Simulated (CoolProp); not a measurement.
Values from CoolProp's reference Helmholtz-energy equation of state, Lemmon 2006. It is a short technical equation, of lower accuracy than the large ones.

For CH3F (R41), give the phase and the cp (kJ/(kg K)), isothermal compressibility (1/MPa), expansivity (1/kK), fugacity coefficient at -43.05 °C and 2.45 MPa; 37.65 °C and 2.45 MPa; 64.55 °C and 2.45 MPa.


- -43.05 °C and 2.45 MPa: liquid; cp 2.16, isothermal compressibility 0.00273, expansivity 3.00, fugacity coefficient 0.195
- 37.65 °C and 2.45 MPa: gas; cp 1.68, isothermal compressibility 0.522, expansivity 6.46, fugacity coefficient 0.832
- 64.55 °C and 2.45 MPa: gas; cp 1.50, isothermal compressibility 0.480, expansivity 4.81, fugacity coefficient 0.872
